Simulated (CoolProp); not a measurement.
Vapour-liquid equilibrium of ethylene (1) + n-butane (2) at 261.5 K; x and y are mole fractions of (1).

Values from CoolProp's multi-fluid Helmholtz-energy mixture model, Smukala 2000 and Bücker 2006; pair parameters Bell 2016.

```tsv
x	bubble pressure (MPa)	y at the bubble point	dew pressure at overall composition x (MPa)	liquid density (mol/L)
0.05	0.2223	0.706	0.06841	10.75
0.125	0.4208	0.846	0.07434	11.07
0.2	0.5950	0.892	0.08137	?
0.275	0.7607	0.917	0.08984	11.75
0.35	0.9286	0.934	0.1003	12.11
0.425	?	0.947	0.1134	12.48
0.5	?	0.957	0.1305	12.85
0.575	1.509	0.966	0.1536	13.22
0.65	1.739	0.973	?	13.58
0.725	1.990	0.980	0.2375	13.91
0.8	2.260	0.985	0.3262	14.18
0.875	2.551	0.990	0.5169	14.33
0.95	2.870	0.996	1.154	14.23
```

Fill in the missing entries.


- 0.2, liquid density (mol/L): 11.41
- 0.425, bubble pressure (MPa): 1.106
- 0.5, bubble pressure (MPa): 1.298
- 0.65, dew pressure at overall composition x (MPa): 0.1866

No azeotrope shows between x = 0.05 and 0.95.

Pair parameters are fitted to limited data, so mixtures are less certain than the pure fluids. The gap from Raoult's law changes sign with composition, which may be real or a fault of the pair parameters; it wasn't checked against measurements.
